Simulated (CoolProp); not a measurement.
A single-stage vapour-compression cycle with n-perfluorohexane: evaporating at 313.15 K (dew point), condensing at 367.15 K (bubble point), superheat 0 K, subcooling 8 K, compressor efficiency 0.7, no pressure losses. Each further row changes one setting.

The numbers come from the reference Helmholtz-energy equation of state, Gao 2022 in CoolProp.

```tsv
case	cooling COP	pressure ratio	discharge temperature (K)	refrigerating effect (kJ/kg)	volumetric capacity (kJ/m³)
as stated	2.50	5.58	367.2	38.2	281
evaporating temperature 318.15 K	3.04	4.62	367.2	42.2	372
condensing temperature 362.15 K	3.04	4.88	362.1	43.9	(withheld)
subcooling 13 K	(withheld)	5.58	367.2	43.9	323
superheat 10 K	2.72	5.58	367.2	(withheld)	332
compressor efficiency 0.6	2.14	5.58	367.2	38.2	281
```

Question: Fill in the missing entries.

Answer: 
- condensing temperature 362.15 K, volumetric capacity (kJ/m³): 324
- subcooling 13 K, cooling COP: 2.87
- superheat 10 K, refrigerating effect (kJ/kg): 46.7

The compression ends wet for: as stated; evaporating temperature 318.15 K; condensing temperature 362.15 K; subcooling 13 K; superheat 10 K; compressor efficiency 0.6.
